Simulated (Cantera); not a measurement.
Charge: 1 mol MgO, 0.029 mol I₂, 0.61 mol H₂, at 4.20 bar.

Method: chemical equilibrium by Gibbs-energy minimisation in Cantera with the NASA 1993 tables (ideal gas, pure condensed phases). Candidate condensed phases: H₂O, I₂, Mg, MgI₂, MgO, Mg(OH)₂; 20 gas species. Equilibrium is a limit: real reactors are often held back by kinetics, nucleation or transport. All values below are at 1275 K.

Base state: H₂ 0.910, HI 0.0801, I 0.00373, H₂O 0.00304, MgI₂ 0.00304, I₂ 0.000347 (mole fractions); condensed: MgO(s).

Task: What changes in the equilibrium state with this change: pressure from 4.20 bar to 0.133 bar?

Result: 
| species | before | after |
|---|---|---|
| H₂ | 0.910 | 0.910 |
| HI | 0.0801 | 0.0669 |
| I | 0.00373 | 0.0175 |
| MgI₂ | 0.00304 | 0.00254 |
| I₂ | 0.000347 | 0.000242 |
| H₂O | 0.00304 | 0.00254 |
| MgO(s), mol | 0.998 | 0.998 |
